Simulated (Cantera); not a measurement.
Feed: 1 mol NH3, 0.05 mol O2, 1.3 mol H2, held at 2498 K and 1.90e7 Pa.

Equilibrium computed with Cantera from the NASA thermochemical tables; the gas is ideal and each condensed phase is pure. Candidate condensed phases: H2O; 24 gas species. The ideal-gas law is rough above about 30 bar. Equilibrium is a limit: real reactors are often held back by kinetics, nucleation or transport.

Base state: H2 0.816, N2 0.151, H2O 0.0303, H 0.00163, NH3 0.000567, OH 1.25e-5 (mole fractions); condensed: gas only.

Problem. What changes in the equilibrium state with this change: pressure from 1.90e7 Pa to 13.0 Pa?

Solution. 
```json
[
 {"species": "H", "before": "0.00163", "after": "0.767"},
 {"species": "H2", "before": "0.816", "after": "0.123"},
 {"species": "N2", "before": "0.151", "after": "0.0911"},
 {"species": "O", "before": "1.65e-8", "after": "0.0125"},
 {"species": "H2O", "before": "0.0303", "after": "0.00236"},
 {"species": "NH3", "before": "0.000567", "after": "<1e-9"},
 {"species": "O2", "before": "<1e-9", "after": "9.82e-5"},
 {"species": "NO", "before": "3.47e-7", "after": "0.000169"}
]
```
